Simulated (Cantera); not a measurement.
A freely propagating, adiabatic, planar premixed flame of H2 : O2 : N2 = 1 : 0.238 : 0.895 (molar parts), unburnt at 525 K and 11000 Pa; mixture-averaged transport, grid criteria slope 0.08 and curve 0.16, no radiation.

Cantera simulation using the H2/O2 subset of GRI-Mech 3.0, which has no nitrogen chemistry; the numbers are that mechanism's predictions, not measurements. Burning velocities carry a grid error of a few per cent, more on coarse grids.

### Question
What does this change do: inlet temperature 525 to 550 K?

### Answer
| quantity | before | after |
|---|---|---|
| laminar burning velocity | 526 cm/s | 567 cm/s |
| thermal thickness | 7.56 mm | 7.64 mm |
| peak x(H) | 0.129 | 0.132 |
| peak x(O) | 0.00445 | 0.00458 |
| peak x(H2O2) | 1.09e-6 | 7.29e-7 |

### Question
What does this change do: inlet temperature 525 to 300 K?

### Answer
| quantity | before | after |
|---|---|---|
| laminar burning velocity | 526 cm/s | 230 cm/s |
| thermal thickness | 7.56 mm | 6.42 mm |
| peak x(H) | 0.129 | 0.106 |
| peak x(O) | 0.00445 | 0.00331 |
| peak x(H2O2) | 1.09e-6 | 4.15e-5 |
